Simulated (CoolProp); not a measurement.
Vapour-liquid equilibrium of R134a (1) + n-butane (2) at 4.64 bar; x and y are mole fractions of (1).

Model: multi-fluid Helmholtz-energy mixture model, Tillner-Roth 1994 and Bücker 2006; pair parameters Bell 2016, in CoolProp.

Task: Give the bubble temperature and the first vapour's composition at x = 0.65, 0.8, 0.95. Is there an azeotrope?

Result: x = 0.65: 284.4 K, y = 0.743; x = 0.8: 284.0 K, y = 0.794; x = 0.95: 285.3 K, y = 0.919. y crosses x between x = 0.65 and 0.8: the model has an azeotrope there.

The pair parameters rest on a limited set of measurements; away from them the model extrapolates. With so large a gap from Raoult's law the liquid may split in two, which this calculation doesn't test in full.
